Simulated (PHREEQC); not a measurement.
0.97 g of hydrous ferric oxide (600 m²/g; 0.2 weak and 0.005 strong sites per Fe, Dzombak-Morel constants, diffuse double layer) in 1 kg of water with 0.05 mol/kgw of an inert sodium salt and 2.4e-06 mol Ag2SO4 and 4.5e-05 mol NiCl2, at 25 °C; the pH is set by adding NaOH or the inert anion's acid. O2 is buffered at 0.21 atm. CO2 from the air is kept out. No solid was allowed to form.

The series has 13 steps of pH, from 4 to 12.

Equilibrium calculation in PHREEQC: ion-association model, wateq4f.dat.

Task: Near which pH is half of the S sorbed, and on which side is more sorbed?

Result: Near pH 6.8, with more sorbed at lower pH.

Task: Near which pH is half of the Ag sorbed, and on which side is more sorbed?

Result: Near pH 6.7, with more sorbed at higher pH.

Task: Near which pH is half of the Ni sorbed, and on which side is more sorbed?

Result: Near pH 6.2, with more sorbed at higher pH.

Along this series the solution becomes supersaturated in solids that the run did not let form, among them Cerargyrite. Species that the database lacks are ignored.
